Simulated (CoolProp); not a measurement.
A closed Brayton cycle with carbon dioxide: compressor inlet 321.15 K and 8.7 MPa, high pressure 18.3 MPa, turbine inlet 995 K, compressor efficiency 0.89, turbine efficiency 0.93, recuperator effectiveness 0.95 (on enthalpy, no pinch check). Each further row changes one setting.

Values from CoolProp's reference Helmholtz-energy equation of state, Span 1996.

```tsv
case	thermal efficiency (%)	net work (kJ/kg)	compressor to turbine work	compressor exit (K)	turbine exit (K)
as stated	41.3	95.2	0.24	376.7	890.4
turbine inlet 945 K	40.0	88.5	0.26	376.7	844.0
compressor inlet 331.15 K	41.2	89.5	0.29	393.3	890.4
high pressure 15.6 MPa	38.9	76.7	0.23	364.6	912.3
recuperator effectiveness 0.5	18.9	95.2	0.24	376.7	890.4
```
